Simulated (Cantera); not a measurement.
Input: 1 mol C2H4, 0.037 mol O2, at 550 K and 0.100 bar.

Equilibrium computed with Cantera from the NASA thermochemical tables; the gas is ideal and each condensed phase is pure. Candidate condensed phases: C, C6H6, C7H8, C8H18, H2O; 110 gas species. Equilibrium is a limit: real reactors are often held back by kinetics, nucleation or transport.

Base state: CH4 0.797, H2 0.137, H2O 0.0653, CO2 0.000554, CO 2.02e-5 (mole fractions); condensed: C(graphite).

What changes in the equilibrium state with this change: O2 from 0.037 to 0.26 mol?


```
species             before     after
----------------  --------  --------
CH4                  0.797     0.522
H2O                 0.0653     0.343
H2                   0.137     0.111
CO2               0.000554    0.0233
CO                 2.02e-5  0.000131
C(graphite), mol      1.11      1.27
```

What changes in the equilibrium state with this change: C2H4 replaced by CH4?


```csv
species,before,after
CH4,0.797,0.797
H2,0.137,0.137
H2O,0.0653,0.0653
CO,2.02e-5,2.02e-5
CO2,0.000554,0.000554
"C(graphite), mol",1.11,0.112
```

What changes in the equilibrium state with this change: pressure from 0.100 bar to 10.0 mbar?


```
species             before     after
----------------  --------  --------
CH4                  0.797     0.574
H2                   0.137     0.368
H2O                 0.0653    0.0570
CO                 2.02e-5   6.55e-5
CO2               0.000554  0.000585
C(graphite), mol      1.11      1.27
```
